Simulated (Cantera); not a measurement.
Feed: 1 mol BCl₃, 0.64 mol O₂, 27 mol N₂, held at 2150 °C and 0.000100 bar.

Cantera equilibrium calculation (NASA polynomials, part measured and part estimated; ideal gas, pure solids and liquids). Candidate condensed phases: B, BN, B₂O₃; 25 gas species. The tables' values for BOCl are old estimates; treat these amounts as uncertain. Rates play no part.

Base state: N₂ 0.864, Cl 0.0959, BO 0.0311, O 0.00773, BO₂ 0.000723, NO 0.000360, BOCl 0.000101, O₂ 6.22e-5 (mole fractions); condensed: gas only.

Q: What changes in the equilibrium state with this change: temperature from 2150 °C to 827 °C?

A: 
| species | before | after |
|---|---|---|
| N₂ | 0.864 | 0.937 |
| Cl₂ | 1.16e-7 | 0.0311 |
| Cl | 0.0959 | 0.0267 |
| BO | 0.0311 | <1e-9 |
| BCl₃ | <1e-9 | 0.00400 |
| O | 0.00773 | <1e-9 |
| B₃O₃Cl₃ | <1e-9 | 0.000983 |
| BO₂ | 0.000723 | 7.02e-9 |
| NO | 0.000360 | 1.91e-8 |
| N | 1.30e-5 | <1e-9 |
| B₂O₃(l), mol | 0 | 0.395 |

Q: What changes in the equilibrium state with this change: N₂ from 27 to 19 mol?

A: 
```tsv
species	before	after
N₂	0.864	0.817
Cl	0.0959	0.129
BO	0.0311	0.0414
O	0.00773	0.0101
B₂O₃	3.01e-5	6.95e-5
BOCl	0.000101	0.000181
```

Q: What changes in the equilibrium state with this change: temperature from 2150 °C to 775 °C?

A: 
```tsv
species	before	after
N₂	0.864	0.943
Cl₂	1.16e-7	0.0372
Cl	0.0959	0.0149
BO	0.0311	<1e-9
BCl₃	<1e-9	0.00415
O	0.00773	<1e-9
B₃O₃Cl₃	<1e-9	0.000943
BO₂	0.000723	<1e-9
NO	0.000360	6.33e-9
O₂	6.22e-5	2.62e-9
B₂O₃(l), mol	0	0.399
```
